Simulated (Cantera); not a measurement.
A perfectly stirred reactor is fed with C3H8 : H2 = 1 : 16 (molar parts), at 1.00 bar; it is held at 1625 K, and followed from long to short residence time.

Detailed kinetics in Cantera: GRI-Mech 3.0 (53 species, 325 reactions). GRI-Mech 3.0 was tuned for natural gas; its chemistry of propane as a main component is partial and can be far from experiment. GRI-Mech 3.0 stops at C3 and has no aromatics, soot or wall deposition, so with more carbon than oxygen in the feed, carbon stays in small species such as C2H2 where larger ones or solid carbon would form.

**Question.** What does this change do: temperature 1625 to 1225 K?

**Answer.** 
```tsv
quantity	before	after
x(C3H8) at τ = 20.0 s	1.06e-7	3.74e-5
x(H2) at τ = 20.0 s	0.897	0.838
x(CH3) at τ = 20.0 s	7.19e-5	4.39e-6
x(C2H4) at τ = 20.0 s	0.00409	0.0100
x(H) at τ = 20.0 s	6.75e-5	1.28e-6
x(C3H8) at τ = 65.0 ms	2.50e-5	0.00253
x(H2) at τ = 65.0 ms	0.894	0.884
x(CH3) at τ = 65.0 ms	0.000121	1.13e-5
x(C2H4) at τ = 65.0 ms	0.00469	0.0407
x(H) at τ = 65.0 ms	0.000101	5.81e-6
```

**Question.** What does this change do: temperature 1625 to 1948 K?

**Answer.** 
```csv
quantity,before,after
x(C3H8) at τ = 20.0 s,1.06e-7,4.89e-9
x(H2) at τ = 20.0 s,0.897,0.921
x(CH3) at τ = 20.0 s,7.19e-5,0.000118
x(C2H4) at τ = 20.0 s,0.00409,0.000600
x(H) at τ = 20.0 s,6.75e-5,0.00109
x(C3H8) at τ = 65.0 ms,2.50e-5,1.48e-6
x(H2) at τ = 65.0 ms,0.894,0.917
x(CH3) at τ = 65.0 ms,0.000121,0.000296
x(C2H4) at τ = 65.0 ms,0.00469,0.000606
x(H) at τ = 65.0 ms,0.000101,0.00111
```
